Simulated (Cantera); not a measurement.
# Premixed flame

A freely propagating, adiabatic, planar premixed flame of 11.2 % CH4, 18.7 % O2, 70.1 % N2, equivalence ratio 1.2, unburnt at 673 K and 100000 Pa; mixture-averaged transport, grid criteria slope 0.08 and curve 0.16, no radiation.

Detailed kinetics in Cantera: GRI-Mech 3.0 (53 species, 325 reactions). Burning velocities carry a grid error of a few per cent, more on coarse grids.

| z (mm) | T (K) | u (m/s) | x CH4 | x O2 | x N2O | x CO | x HO2 | x HCN |
|---|---|---|---|---|---|---|---|---|
| -0.949 | 673 | 1.54 | 0.112 | 0.186 | <1e-8 | 3.07e-6 | 1.40e-7 | <1e-8 |
| -0.633 | 675 | 1.55 | 0.111 | 0.186 | <1e-8 | 4.46e-5 | 1.99e-6 | <1e-8 |
| -0.475 | 684 | 1.57 | 0.110 | 0.185 | <1e-8 | 0.000255 | 1.07e-5 | 1.65e-8 |
| -0.316 | 748 | 1.73 | 0.104 | 0.179 | <1e-8 | 0.00209 | 5.69e-5 | 1.92e-7 |
| -0.158 | 1140 | 2.70 | 0.0737 | 0.145 | <1e-8 | 0.0180 | 0.000118 | 2.45e-6 |
| -0.0791 | 1542 | 3.70 | 0.0404 | 0.102 | 1.70e-8 | 0.0398 | 0.000165 | 6.61e-6 |
| 0 | 1911 | 4.63 | 0.0107 | 0.0533 | 3.26e-8 | 0.0630 | 8.68e-5 | 1.42e-5 |
| 0.0791 | 2083 | 5.06 | 0.00115 | 0.0237 | 4.38e-8 | 0.0689 | 1.45e-5 | 1.63e-5 |
| 0.158 | 2128 | 5.16 | 6.91e-5 | 0.0124 | 4.95e-8 | 0.0634 | 3.79e-6 | 9.75e-6 |
| 0.316 | 2159 | 5.21 | 2.25e-7 | 0.00709 | 4.92e-8 | 0.0552 | 2.20e-6 | 2.23e-6 |
| 0.633 | 2194 | 5.28 | <1e-8 | 0.00549 | 4.67e-8 | 0.0514 | 1.72e-6 | 1.91e-7 |
| 1.27 | 2240 | 5.37 | <1e-8 | 0.00423 | 4.57e-8 | 0.0503 | 1.30e-6 | <1e-8 |
| 2.53 | 2291 | 5.48 | <1e-8 | 0.00287 | 4.50e-8 | 0.0495 | 8.72e-7 | <1e-8 |
x: mole fraction of selected species; z is measured from the peak of heat release.

```yaml
laminar_burning_velocity: 153 cm/s
thermal_thickness: 0.316 mm
peak x(CO): 0.0692
peak x(HO2): 0.000165
peak x(HCN): 1.71e-5
grid_points: 155
```
